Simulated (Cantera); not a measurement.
# Thermodynamics of fluorocarbon and chlorocarbon gases, feed CH3Cl + H2

Charge: 1 mol CH3Cl, 1.8 mol H2, at 13.3 mbar.

Equilibrium computed with Cantera from the NASA thermochemical tables; the gas is ideal and each condensed phase is pure. Candidate condensed phases: C, C6H6, C7H8, C8H18; 103 gas species. Ions and electrons are included (thermal ionisation). The tables' values for CCl are old estimates; treat these amounts as uncertain. The numbers say what is thermodynamically allowed, not how fast it happens.

```
T (K)  log p H  log p H2  log p Cl  log p C  log p HCl  log p C3  log p C2H2 (acetylene)  log p C2  n C(graphite)
-----  -------  --------  --------  -------  ---------  --------  ----------------------  --------  -------------
3000     -2.10     -2.59     -2.84    -4.30      -3.16     -3.51                   -3.80     -4.50          0.259
3500     -1.99     -3.51     -2.80    -3.22      -4.14     -3.61                   -5.57     -3.87              0
4000     -1.99     -4.38     -2.81    -2.85      -5.02     -5.00                   -7.94     -4.27              0
4500     -1.99     -5.06     -2.81    -2.81      -5.69     -6.85                  -10.28     -5.09              0
5000     -1.99     -5.60     -2.81    -2.81      -6.22     -8.40                  -12.21     -5.80              0
```
log p: log10 of the partial pressure in bar; n: condensed amount in mol.

At 3000 K the condensed part is C(graphite). From 3500 K to 5000 K nothing is condensed. The main C-bearing gas is C3 at 3000 K and C at 5000 K.
